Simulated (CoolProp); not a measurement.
A single-stage vapour-compression cycle with R1336mzz(E): evaporating at 311.15 K (dew point), condensing at 348.15 K (bubble point), superheat 0 K, subcooling 5 K, compressor efficiency 0.85, no pressure losses. Each further row changes one setting.

Values from CoolProp's reference Helmholtz-energy equation of state, Akasaka 2023.

```csv
case,cooling COP,pressure ratio,discharge temperature (K),refrigerating effect (kJ/kg),volumetric capacity (kJ/m³)
as stated,5.78,2.82,348.1,95.5,2020
evaporating temperature 316.15 K,7.02,2.41,348.1,98.9,2440
condensing temperature 343.15 K,6.99,2.48,343.1,102,2170
subcooling 10 K,6.19,2.82,348.1,102,2170
superheat 10 K,5.94,2.82,351.6,104,2110
compressor efficiency 0.75,5.10,2.82,348.1,95.5,2020
```

The compression ends wet for: as stated; evaporating temperature 316.15 K; condensing temperature 343.15 K; subcooling 10 K; compressor efficiency 0.75.
